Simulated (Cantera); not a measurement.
Mixture: 16.9 % H2, 17.3 % O2, 65.8 % N2, at 4.93 atm, adiabatic and at constant pressure. Ignition delay is the time to a rise of 400 K.

Model: GRI-Mech 3.0 (53 species, 325 reactions), integrated in Cantera. The hydrogen kinetics of GRI-Mech 3.0 are dated; newer H2 mechanisms differ, most at raised pressure. Where the delays flatten at high temperature, the 400 K rule measures the pace of heat release, not the induction time.

### Question
Predict: delay at 1050 K; delay at 1250 K; delay at 1450 K; delay at 1650 K.

### Answer
* **delay at 1050 K**: 3.58 ms
* **delay at 1250 K**: 10.3 µs
* **delay at 1450 K**: 3.85 µs
* **delay at 1650 K**: 2.45 µs
